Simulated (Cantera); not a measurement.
Thermodynamics of carbon deposition, reforming and gasification, feed C₂H₅OH + O₂ + N₂

A closed system holds: 1 mol C₂H₅OH, a varied amount of O₂, 0.81 mol N₂, equilibrated at 1373.15 K and 1000 Pa.

Cantera equilibrium calculation (NASA polynomials, part measured and part estimated; ideal gas, pure solids and liquids). Candidate condensed phases: C, C₆H₆, C₇H₈, C₈H₁₈, H₂O; 136 gas species. Rates play no part.

```tsv
n(O₂) (mol)	log p H₂	log p CO	log p H₂O	log p N₂	log p CO₂	n C(graphite)
0.015	-2.21	-2.67	-7.21	-2.78	-7.99	0.969
0.026	-2.21	-2.66	-7.20	-2.78	-7.97	0.947
0.044	-2.21	-2.65	-7.20	-2.78	-7.95	0.911
0.073	-2.22	-2.64	-7.18	-2.79	-7.92	0.853
0.12	-2.23	-2.61	-7.17	-2.79	-7.86	0.759
0.21	-2.24	-2.57	-7.14	-2.81	-7.78	0.579
0.35	-2.26	-2.51	-7.11	-2.83	-7.67	0.299
0.59	-2.31	-2.47	-3.63	-2.86	-4.11	0
1	-2.41	-2.53	-2.90	-2.86	-3.33	0
1.7	-2.63	-2.67	-2.55	-2.86	-2.89	0
```
log p: log10 of the partial pressure in bar; n: condensed amount in mol.

From 0.015 mol O₂ to 0.35 mol O₂ the condensed part is C(graphite). From 0.59 mol O₂ to 1.7 mol O₂ nothing is condensed. The main C-bearing gas is CO throughout.
